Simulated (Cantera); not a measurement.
A perfectly stirred reactor is fed with NO : N2 = 1 : 3.5 (molar parts), at 0.0950 bar; it is held at 1525 K, and followed from long to short residence time.

Computed with Cantera and GRI-Mech 3.0 (53 species, 325 reactions).

Problem. What does this change do: temperature 1525 to 2150 K?

Solution. 
```json
[
 {"quantity": "x(NO) at τ = 0.450 s", "before": "0.222", "after": "0.169"},
 {"quantity": "x(NO2) at τ = 0.450 s", "before": "1.65e-5", "after": "2.55e-5"},
 {"quantity": "x(O) at τ = 0.450 s", "before": "5.64e-7", "after": "0.00111"},
 {"quantity": "x(N2O) at τ = 0.450 s", "before": "1.01e-5", "after": "1.19e-5"},
 {"quantity": "x(N2) at τ = 0.450 s", "before": "0.778", "after": "0.804"},
 {"quantity": "x(NO) at τ = 54.0 ms", "before": "0.222", "after": "0.217"},
 {"quantity": "x(NO2) at τ = 54.0 ms", "before": "3.24e-6", "after": "1.32e-5"},
 {"quantity": "x(O) at τ = 54.0 ms", "before": "2.26e-7", "after": "0.000486"},
 {"quantity": "x(N2O) at τ = 54.0 ms", "before": "2.67e-6", "after": "2.15e-5"},
 {"quantity": "x(N2) at τ = 54.0 ms", "before": "0.778", "after": "0.780"}
]
```
